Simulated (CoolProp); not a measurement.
Vapour-liquid equilibrium of toluene (1) + m-xylene (2) at 164.25 °C; x and y are mole fractions of (1).

Model: multi-fluid Helmholtz-energy mixture model, Lemmon 2006 and Zhou 2012; pair parameters Bell 2016, in CoolProp.

| x | bubble pressure (bar) | y at the bubble point | dew pressure at overall composition x (bar) | liquid density (mol/L) |
|---|---|---|---|---|
| 0.05 | 2.001 | 0.093 | 1.955 | 6.913 |
| 0.2 | 2.301 | … | 2.127 | 7.040 |
| 0.35 | … | … | 2.333 | 7.170 |
| 0.5 | 2.893 | 0.655 | … | 7.306 |
| 0.65 | 3.169 | … | 2.882 | 7.449 |
| 0.8 | 3.430 | 0.875 | … | … |
| 0.95 | 3.679 | 0.969 | 3.629 | 7.764 |

### Question
Complete the blanks.

### Answer

- 0.2, y at the bubble point: 0.328
- 0.35, bubble pressure (bar): 2.602
- 0.35, y at the bubble point: 0.511
- 0.5, dew pressure at overall composition x (bar): 2.581
- 0.65, y at the bubble point: 0.773
- 0.8, dew pressure at overall composition x (bar): 3.237
- 0.8, liquid density (mol/L): 7.601

No azeotrope shows between x = 0.05 and 0.95.

The pair parameters rest on a limited set of measurements; away from them the model extrapolates.
